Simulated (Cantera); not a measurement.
A closed system holds: 1 mol Si₃N₄, 0.038 mol H₂O, 8.1 mol N₂, at 1523.15 K and 0.0488 Torr.

Cantera equilibrium calculation (NASA polynomials, part measured and part estimated; ideal gas, pure solids and liquids). Candidate condensed phases: H₂O, Si, SiO₂, Si₂N₂O, Si₃N₄; 35 gas species. Rates play no part.

Base state: N₂ 0.992, SiO 0.00373, H₂ 0.00365, Si 0.000278, H 0.000173 (mole fractions); condensed: Si(s).

Task: What changes in the equilibrium state with this change: H₂O from 0.038 to 0.22 mol?

Result: 
```csv
species,before,after
N₂,0.992,0.958
SiO,0.00373,0.0209
H₂,0.00365,0.0207
H,0.000173,0.000413
Si,0.000278,0.000278
"Si(s), mol",2.96,2.78
```
